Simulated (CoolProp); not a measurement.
CF4 (R14) at several states: Z from the reference equation and from simpler models built on Tc = -45.8 °C, pc = 37.62 bar, ω = 0.178; each cubic takes its own stable root.

Computed with CoolProp (reference Helmholtz-energy equation of state, Platzer 1990). This equation is an older, rougher fit; its heat capacities, sound speeds and derivatives of the liquid may be far off and weren't checked against measurements.

| T (°C) | p (bar) | phase | reference | van der Waals | Soave-Redlich-Kwong | Peng-Robinson |
|---|---|---|---|---|---|---|
| 119.95 | 0.829 | gas | 0.9991 | 0.9985 | 0.9993 | 0.9988 |
| -129.45 | 2.72 | liquid | 0.01243 | 0.9338 | 0.01268 | 0.01122 |
| 205.15 | 186 | supercritical | 1.044 | 0.9513 | 1.072 | 1.027 |
| 81.45 | 1.27 | gas | 0.9977 | 0.9968 | 0.9980 | 0.9972 |
| 140.55 | 8.68 | gas | 0.9937 | 0.9865 | 0.9951 | 0.9911 |
| 153.55 | 222 | supercritical | 1.031 | 0.9579 | 1.065 | 1.010 |

At some of these states van der Waals gives the other phase, because its saturation line lies elsewhere.
